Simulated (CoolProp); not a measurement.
Properties of octamethyltrisiloxane (MDM) at several states (Tc = 292.2 °C, pc = 14.38 bar, ω = 0.528).

The numbers come from the reference Helmholtz-energy equation of state, Thol 2017 in CoolProp.

| T (°C) | p (bar) | phase | density (kg/m³) | cv (kJ/(kg K)) | isothermal compressibility (1/MPa) |
|---|---|---|---|---|---|
| -72.95 | 6.56 | liquid | 911.9 | 1.334 | 0.0008309 |
| -68.95 | 5.98 | liquid | 908.0 | 1.335 | 0.0008550 |
| 3.75 | 0.218 | liquid | 836.4 | 1.426 | 0.001485 |
| 188.95 | 7.98 | liquid | 630.2 | 1.879 | 0.01127 |
| 143.55 | 39.5 | liquid | 700.7 | 1.766 | 0.004779 |
| 291.65 | 8.05 | gas | 52.57 | 2.075 | 1.712 |
